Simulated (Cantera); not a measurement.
Charge: 1 mol Cu, 0.94 mol NH3, 290 mol N2, equilibrated at 1 atm.

Cantera equilibrium calculation (NASA polynomials, part measured and part estimated; ideal gas, pure solids and liquids). Candidate condensed phases: Cu; 11 gas species. The numbers say what is thermodynamically allowed, not how fast it happens. All values below are at 652 °C.

Base state: N2 0.995, H2 0.00483 (mole fractions); condensed: Cu(s).

Question: What changes in the equilibrium state with this change: NH3 from 0.94 to 0.19 mol?

Answer: 
| species | before | after |
|---|---|---|
| N2 | 0.995 | 0.999 |
| H2 | 0.00483 | 0.000981 |
| Cu(s), mol | 1.00 | 1.00 |
